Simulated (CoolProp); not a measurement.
A closed Brayton cycle with dry air: compressor inlet 328.15 K and 1.1 MPa, high pressure 3.67 MPa, turbine inlet 830 K, compressor efficiency 0.89, turbine efficiency 0.9, recuperator effectiveness 0 (on enthalpy, no pinch check). Each further row changes one setting.

Computed with CoolProp (reference Helmholtz-energy equation of state, Lemmon 2000). It is a pseudo-pure fit of the blend.

```json
[
 {"case": "as stated", "thermal efficiency (%)": "?", "net work (kJ/kg)": "70.0", "compressor to turbine work": "0.69", "compressor exit (K)": "479.0", "turbine exit (K)": "625.1"},
 {"case": "turbine inlet 780 K", "thermal efficiency (%)": "?", "net work (kJ/kg)": "56.3", "compressor to turbine work": "0.73", "compressor exit (K)": "479.0", "turbine exit (K)": "585.8"},
 {"case": "compressor inlet 338.15 K", "thermal efficiency (%)": "18.0", "net work (kJ/kg)": "65.3", "compressor to turbine work": "0.71", "compressor exit (K)": "?", "turbine exit (K)": "625.1"},
 {"case": "high pressure 3.12 MPa", "thermal efficiency (%)": "16.9", "net work (kJ/kg)": "?", "compressor to turbine work": "0.66", "compressor exit (K)": "?", "turbine exit (K)": "649.5"},
 {"case": "recuperator effectiveness 0.5", "thermal efficiency (%)": "23.3", "net work (kJ/kg)": "70.0", "compressor to turbine work": "0.69", "compressor exit (K)": "479.0", "turbine exit (K)": "625.1"}
]
```

Complete the blanks.


- as stated, thermal efficiency (%): 18.6
- turbine inlet 780 K, thermal efficiency (%): 17.5
- compressor inlet 338.15 K, compressor exit (K): 493.3
- high pressure 3.12 MPa, net work (kJ/kg): 67.8
- high pressure 3.12 MPa, compressor exit (K): 455.7
